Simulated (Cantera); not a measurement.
Gas mixture: 45.5 % CO2, 54.5 % N2O, at 9800 Pa, frozen composition.

Cantera's kinetic-theory transport with the Lennard-Jones parameters of GRI-Mech 3.0, ideal gas; thermal conductivity in the multicomponent form. The composition is frozen, though it would react at the higher temperatures.

One state of this run: ρ (kg/m³) = 0.0314; cp (J/kg/K) = 1352; μ (µPa s) = 57.1; λ (mW/m/K) = 105; Pr = 0.732; D (cm²/s) H2O = 40.6; D (cm²/s) C2H2 = 26.1; D (cm²/s) OH = 47.6. D: mixture-averaged diffusion coefficient of that species in the mixture.

Problem. Which value of T (K) does it belong to?
(A) 900
(B) 1650
(C) 1150
(D) 400

Solution. B, 1650
